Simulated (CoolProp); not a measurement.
Saturation properties of R1132(E).

The numbers come from the reference Helmholtz-energy equation of state, Akasaka 2024 in CoolProp.

| T (K) | p (bar) | vapour density (kg/m³) | enthalpy of vaporisation (kJ/kg) |
|---|---|---|---|
| 251.9 | 3.964 | 13.27 | 276.5 |
| 256.5 | 4.688 | 15.60 | 271.3 |
| 261.1 | 5.507 | 18.23 | 266.0 |
| 265.7 | 6.430 | 21.21 | 260.5 |
| 270.4 | 7.487 | 24.65 | 254.6 |
| 275 | 8.642 | 28.44 | 248.7 |
| 279.6 | 9.926 | 32.70 | 242.6 |
| 284.2 | 11.34 | 37.48 | 236.1 |
| 288.8 | 12.91 | 42.86 | 229.4 |
| 293.5 | 14.67 | 49.04 | 222.2 |
| 298.1 | 16.55 | 55.86 | 214.7 |
| 302.7 | 18.61 | 63.56 | 206.8 |
